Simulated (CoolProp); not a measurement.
A simple Rankine cycle with R113: condensing at 316.15 K, boiler at 0.642 MPa, turbine inlet 499 K, turbine efficiency 0.8, pump efficiency 0.8, no recuperator. Each further row changes one setting.

Values from CoolProp's reference Helmholtz-energy equation of state, Marx 1992.

```json
[
 {"case": "as stated", "thermal efficiency (%)": "11.5", "net work (kJ/kg)": "31.9", "heat in (kJ/kg)": "278", "turbine exit temperature (K)": "453.3", "volume ratio over the turbine": "7.08"},
 {"case": "condensing temperature 308.15 K", "thermal efficiency (%)": "12.7", "net work (kJ/kg)": "36.3", "heat in (kJ/kg)": "286", "turbine exit temperature (K)": "447.4", "volume ratio over the turbine": "9.29"},
 {"case": "boiler pressure 0.449 MPa", "thermal efficiency (%)": "9.6", "net work (kJ/kg)": "26.8", "heat in (kJ/kg)": "280", "turbine exit temperature (K)": "461.8", "volume ratio over the turbine": "4.95"},
 {"case": "turbine efficiency 0.7", "thermal efficiency (%)": "10.0", "net work (kJ/kg)": "27.9", "heat in (kJ/kg)": "278", "turbine exit temperature (K)": "458.4", "volume ratio over the turbine": "7.16"}
]
```
